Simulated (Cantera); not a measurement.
A Cantera script and what it prints.

```python
import numpy as np
import cantera as ct

gas_names = """
    AL ALCL ALCL2 ALCL3 ALN ALO ALOCL ALO2 AL2 AL2CL6 AL2O AL2O2 CL CLO CL2 N NO NO2 NO3 N2 N2O O O2 O3
""".split()
cond_names = """
    AL(cr) AL(L) ALCL3(s) ALCL3(L) ALN(s) AL2O3(a) AL2O3(L)
""".split()


# ... load() reads the species with a 1 bar reference pressure and builds the phases ...
atoms = {
    'AlCl3': {'AL': 1, 'CL': 3},
    'N2O': {'N': 2, 'O': 1},
    'N2': {'N': 2},
}
top_T = {'ALN(s)': 2750}  # K; cautious upper limits of use, not melting points


# ... equilibrate(T, P, feed) seeds the gas with the atoms and calls Mixture.equilibrate('TP', solver="vcs", rtol=1e-11, max_steps=5000) ...
results = []
feed = {'AlCl3': 1, 'N2O': 12, 'N2': 8.5}  # mol
P = 550  # Pa
for T in [1425, 1475, 1525, 1575, 1625, 1675, 1725, 1775, 1825, 1875, 1925, 1975]:
    mix = equilibrate(T, P, feed)
    results.append((T, P, feed, dict(zip(mix.species_names, mix.species_moles))))
    x = sorted(zip(gas.X, gas.species_names), reverse=True)
    print(f"T = {T:g} K  P = {P:g} Pa  gas = {mix.phase_moles(0):.4g} mol")
    print("   x: " + "  ".join(f"{s} {v:.3e}" for v, s in x if v > 0.001))
    print("   condensed (mol): " + ("  ".join(f"{mix.phase(i).name} {mix.phase_moles(i):.4g}"
          for i in range(1, mix.n_phases) if mix.phase_moles(i) > 1e-12) or "none"))
```

Result:

```
T = 1425 K  P = 550 Pa  gas = 28.18 mol
   x: N2 7.271e-01  O2 1.859e-01  CL 6.591e-02  CL2 2.024e-02
   condensed (mol): AL2O3(a) 0.4999
T = 1475 K  P = 550 Pa  gas = 28.36 mol
   x: N2 7.224e-01  O2 1.846e-01  CL 7.806e-02  CL2 1.383e-02
   condensed (mol): AL2O3(a) 0.4999
T = 1525 K  P = 550 Pa  gas = 28.5 mol
   x: N2 7.188e-01  O2 1.836e-01  CL 8.748e-02  CL2 8.856e-03  NO 1.232e-03
   condensed (mol): AL2O3(a) 0.4999
T = 1575 K  P = 550 Pa  gas = 28.59 mol
   x: N2 7.162e-01  O2 1.828e-01  CL 9.396e-02  CL2 5.435e-03  NO 1.543e-03
   condensed (mol): AL2O3(a) 0.4999
T = 1625 K  P = 550 Pa  gas = 28.66 mol
   x: N2 7.144e-01  O2 1.822e-01  CL 9.807e-02  CL2 3.271e-03  NO 1.908e-03
   condensed (mol): AL2O3(a) 0.4999
T = 1675 K  P = 550 Pa  gas = 28.7 mol
   x: N2 7.132e-01  O2 1.817e-01  CL 1.005e-01  NO 2.330e-03  CL2 1.968e-03
   condensed (mol): AL2O3(a) 0.4999
T = 1725 K  P = 550 Pa  gas = 28.72 mol
   x: N2 7.124e-01  O2 1.812e-01  CL 1.020e-01  NO 2.814e-03  CL2 1.196e-03
   condensed (mol): AL2O3(a) 0.5
T = 1775 K  P = 550 Pa  gas = 28.74 mol
   x: N2 7.117e-01  O2 1.807e-01  CL 1.029e-01  NO 3.362e-03
   condensed (mol): AL2O3(a) 0.5
T = 1825 K  P = 550 Pa  gas = 28.75 mol
   x: N2 7.111e-01  O2 1.802e-01  CL 1.034e-01  NO 3.976e-03
   condensed (mol): AL2O3(a) 0.4999
T = 1875 K  P = 550 Pa  gas = 28.76 mol
   x: N2 7.105e-01  O2 1.795e-01  CL 1.036e-01  NO 4.659e-03  O 1.374e-03
   condensed (mol): AL2O3(a) 0.4999
T = 1925 K  P = 550 Pa  gas = 28.77 mol
   x: N2 7.097e-01  O2 1.787e-01  CL 1.038e-01  NO 5.411e-03  O 2.097e-03
   condensed (mol): AL2O3(a) 0.4999
T = 1975 K  P = 550 Pa  gas = 28.79 mol
   x: N2 7.089e-01  O2 1.776e-01  CL 1.039e-01  NO 6.232e-03  O 3.131e-03
   condensed (mol): AL2O3(a) 0.4998
```

Cantera equilibrium calculation (NASA polynomials, part measured and part estimated; ideal gas, pure solids and liquids).
